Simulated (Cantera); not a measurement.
A closed system holds: 1 mol Si3H8, 0.078 mol Cl2, a varied amount of N2, equilibrated at 975 °C and 1 atm.

Method: chemical equilibrium by Gibbs-energy minimisation in Cantera with the NASA 1993 tables (ideal gas, pure condensed phases). Candidate condensed phases: NH4Cl, Si, Si3N4; 28 gas species. The feed counts by its element totals alone. N2 is the only nitrogen source here; it is nearly inert below about 1500 K, so the nitride shown seldom forms there in practice. The numbers say what is thermodynamically allowed, not how fast it happens.

x: gas mole fraction; n: condensed amount in mol.

| n(N2) (mol) | x N2 | x H2 | x HCl | x NH3 | n Si3N4(s) |
|---|---|---|---|---|---|
| 8 | 0.595 | 0.389 | 0.0155 | 2.92e-5 | 1.000 |
| 26 | 0.855 | [?] | [?] | [?] | 1.00 |
| 44 | 0.911 | 0.0851 | 0.00339 | 3.70e-6 | 1.00 |
| 62 | 0.936 | [?] | [?] | [?] | 1.00 |
| 81 | 0.951 | 0.0472 | 0.00188 | 1.56e-6 | 1.00 |
| 99 | 0.960 | 0.0388 | 0.00154 | 1.17e-6 | 1.00 |
| 120 | 0.967 | 0.0321 | 0.00128 | 8.83e-7 | 1.00 |
| 140 | 0.971 | 0.0276 | 0.00110 | 7.05e-7 | 1.00 |
| 150 | 0.973 | 0.0258 | 0.00103 | 6.37e-7 | 1.00 |
| 170 | 0.976 | 0.0228 | 0.000907 | 5.30e-7 | 1.00 |
| 190 | 0.979 | 0.0204 | 0.000812 | 4.50e-7 | 1.00 |

Question: Fill in the missing entries.

Answer: 
- 26, x H2: 0.140
- 26, x HCl: 0.00556
- 26, x NH3: 7.53e-6
- 62, x H2: 0.0612
- 62, x HCl: 0.00243
- 62, x NH3: 2.28e-6
